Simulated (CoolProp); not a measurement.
Properties of octamethylcyclotetrasiloxane (D4) along the isotherm 620 K.

Computed with CoolProp (reference Helmholtz-energy equation of state, Thol 2015).

```json
[
 {"p (MPa)": "0.211", "phase": "gas", "cp (kJ/(kg K))": "2.052", "cv (kJ/(kg K))": "2.015", "speed of sound (m/s)": "126.9", "expansivity (1/kK)": "1.930"},
 {"p (MPa)": "0.421", "phase": "gas", "cp (kJ/(kg K))": "2.069", "cv (kJ/(kg K))": "2.021", "speed of sound (m/s)": "120.5", "expansivity (1/kK)": "2.341"},
 {"p (MPa)": "0.632", "phase": "gas", "cp (kJ/(kg K))": "2.092", "cv (kJ/(kg K))": "2.027", "speed of sound (m/s)": "113.6", "expansivity (1/kK)": "2.896"},
 {"p (MPa)": "0.842", "phase": "gas", "cp (kJ/(kg K))": "2.123", "cv (kJ/(kg K))": "2.033", "speed of sound (m/s)": "106.2", "expansivity (1/kK)": "3.666"},
 {"p (MPa)": "1.05", "phase": "gas", "cp (kJ/(kg K))": "2.170", "cv (kJ/(kg K))": "2.041", "speed of sound (m/s)": "98.22", "expansivity (1/kK)": "4.781"},
 {"p (MPa)": "1.26", "phase": "gas", "cp (kJ/(kg K))": "2.244", "cv (kJ/(kg K))": "2.051", "speed of sound (m/s)": "89.44", "expansivity (1/kK)": "6.536"},
 {"p (MPa)": "1.47", "phase": "supercritical", "cp (kJ/(kg K))": "2.374", "cv (kJ/(kg K))": "2.062", "speed of sound (m/s)": "79.93", "expansivity (1/kK)": "9.521"},
 {"p (MPa)": "1.68", "phase": "supercritical", "cp (kJ/(kg K))": "2.619", "cv (kJ/(kg K))": "2.076", "speed of sound (m/s)": "70.29", "expansivity (1/kK)": "14.95"},
 {"p (MPa)": "1.89", "phase": "supercritical", "cp (kJ/(kg K))": "2.978", "cv (kJ/(kg K))": "2.088", "speed of sound (m/s)": "64.21", "expansivity (1/kK)": "22.28"},
 {"p (MPa)": "2.11", "phase": "supercritical", "cp (kJ/(kg K))": "3.042", "cv (kJ/(kg K))": "2.091", "speed of sound (m/s)": "68.83", "expansivity (1/kK)": "21.70"},
 {"p (MPa)": "2.32", "phase": "supercritical", "cp (kJ/(kg K))": "2.860", "cv (kJ/(kg K))": "2.087", "speed of sound (m/s)": "81.71", "expansivity (1/kK)": "16.00"},
 {"p (MPa)": "2.53", "phase": "supercritical", "cp (kJ/(kg K))": "2.705", "cv (kJ/(kg K))": "2.081", "speed of sound (m/s)": "96.93", "expansivity (1/kK)": "11.79"},
 {"p (MPa)": "2.74", "phase": "supercritical", "cp (kJ/(kg K))": "2.605", "cv (kJ/(kg K))": "2.077", "speed of sound (m/s)": "111.5", "expansivity (1/kK)": "9.261"},
 {"p (MPa)": "2.95", "phase": "supercritical", "cp (kJ/(kg K))": "2.539", "cv (kJ/(kg K))": "2.074", "speed of sound (m/s)": "124.9", "expansivity (1/kK)": "7.671"},
 {"p (MPa)": "3.16", "phase": "supercritical", "cp (kJ/(kg K))": "2.493", "cv (kJ/(kg K))": "2.071", "speed of sound (m/s)": "137.1", "expansivity (1/kK)": "6.599"},
 {"p (MPa)": "3.37", "phase": "supercritical", "cp (kJ/(kg K))": "2.459", "cv (kJ/(kg K))": "2.069", "speed of sound (m/s)": "148.2", "expansivity (1/kK)": "5.831"}
]
```
